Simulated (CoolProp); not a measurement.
Saturated liquid density (kg/m³) of dimethyl carbonate: the reference equation beside estimates from Tc = 557.0 K, pc = 49.09 bar, ω = 0.346.

Values from CoolProp's reference Helmholtz-energy equation of state, Zhou 2011.

| T (K) | reference | van der Waals | Soave-Redlich-Kwong | Peng-Robinson |
|---|---|---|---|---|
| 406.4 | 909.7 | 530.5 | 810.2 | 917.8 |
| 415.3 | 895.6 | 522.3 | 796.0 | 902.2 |
| 424.2 | 881.2 | 513.8 | 781.2 | 885.8 |
| 433 | 866.6 | 505.1 | 765.8 | 868.6 |
| 441.9 | 851.4 | 496.0 | 749.3 | 850.2 |
| 450.8 | 835.6 | 486.5 | 731.9 | 830.7 |
| 459.7 | 819.3 | 476.5 | 713.6 | 810.0 |
| 468.6 | 802.4 | 466.0 | 694.0 | 787.8 |
| 477.5 | 784.6 | 455.0 | 673.2 | 764.1 |
| 486.4 | 765.8 | 443.3 | 650.9 | 738.5 |
| 495.3 | 745.8 | 430.9 | 626.9 | 710.8 |
| 504.1 | 724.3 | 417.6 | 601.1 | 681.0 |
| 513 | 700.5 | 403.0 | 572.5 | 647.7 |

Absolute difference from the reference over all 13 rows, mean and median: van der Waals 41.9 and 41.8 %, Soave-Redlich-Kwong 13.6 and 12.9 %, Peng-Robinson 2.3 and 1.1 %.
